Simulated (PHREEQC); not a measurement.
# Phosphoric acid bath: speciation

Dissolve 0.0041 mol/kgw KH2PO4, 0.0027 mol/kgw HCl and 0.0001 mol/kgw H4SiO4 at 20 °C. Closed to the air; pH follows from the charge balance.

The numbers come from PHREEQC with the ion-association model, phreeqc.dat.

Each row changes one thing in this solution. Precipitation was switched off in this run.

```json
[
 {"case": "as made", "pH": "2.75", "ionic strength (mol/kgw)": "0.00604", "H3PO4 (mol/kgw)": "0.000766", "HPO4-2 (mol/kgw)": "1.43e-7", "KHPO4- (mol/kgw)": "8.24e-10", "SI of Quartz (SiO2)": "+0.06"},
 {"case": "H4SiO4 from 0.0001 to 0.00015 mol/kgw", "pH": "2.75", "ionic strength (mol/kgw)": "0.00604", "H3PO4 (mol/kgw)": "0.000766", "HPO4-2 (mol/kgw)": "1.43e-7", "KHPO4- (mol/kgw)": "8.24e-10", "SI of Quartz (SiO2)": "+0.23"},
 {"case": "temperature from 20 to 65 °C", "pH": "2.80", "ionic strength (mol/kgw)": "0.00580", "H3PO4 (mol/kgw)": "0.00100", "HPO4-2 (mol/kgw)": "1.93e-7", "KHPO4- (mol/kgw)": "1.09e-9", "SI of Quartz (SiO2)": "___"},
 {"case": "H4SiO4 from 0.0001 to 0.0005 mol/kgw", "pH": "2.75", "ionic strength (mol/kgw)": "0.00604", "H3PO4 (mol/kgw)": "0.000766", "HPO4-2 (mol/kgw)": "1.43e-7", "KHPO4- (mol/kgw)": "8.24e-10", "SI of Quartz (SiO2)": "+0.76"},
 {"case": "temperature from 20 to 15 °C", "pH": "2.74", "ionic strength (mol/kgw)": "0.00606", "H3PO4 (mol/kgw)": "0.000737", "HPO4-2 (mol/kgw)": "1.37e-7", "KHPO4- (mol/kgw)": "7.95e-10", "SI of Quartz (SiO2)": "___"},
 {"case": "KH2PO4 from 0.0041 to 0.00369 mol/kgw", "pH": "2.73", "ionic strength (mol/kgw)": "0.00568", "H3PO4 (mol/kgw)": "0.000708", "HPO4-2 (mol/kgw)": "1.23e-7", "KHPO4- (mol/kgw)": "6.44e-10", "SI of Quartz (SiO2)": "+0.06"}
]
```

Question: Some entries are withheld; supply them.

Answer: 
- temperature from 20 to 65 °C, SI of Quartz (SiO2): -0.54
- temperature from 20 to 15 °C, SI of Quartz (SiO2): +0.13

Species that the database lacks are ignored. Some of these states are supersaturated (in Quartz (slow to form), Chalcedony (slow to form), for instance). Away from 25 °C the constants follow the database's enthalpies or fits; those with neither stay at their 25 °C values.
